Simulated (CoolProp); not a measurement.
Vapour-liquid equilibrium of carbon dioxide (1) + R123 (2) at 267.7 K; x and y are mole fractions of (1).

The numbers come from the multi-fluid Helmholtz-energy mixture model, Span 1996 and Younglove 1994; pair parameters Bell 2016 in CoolProp.

Task: Give the bubble pressure and the first vapour's composition at x = 0.25, 0.55, 0.75. Is there an azeotrope?

Result: x = 0.25: 542.9 kPa, y = 0.958; x = 0.55: 1314 kPa, y = 0.987; x = 0.75: 2000 kPa, y = 0.994. No azeotrope shows between x = 0.05 and 0.95.

The pair parameters rest on a limited set of measurements; away from them the model extrapolates.
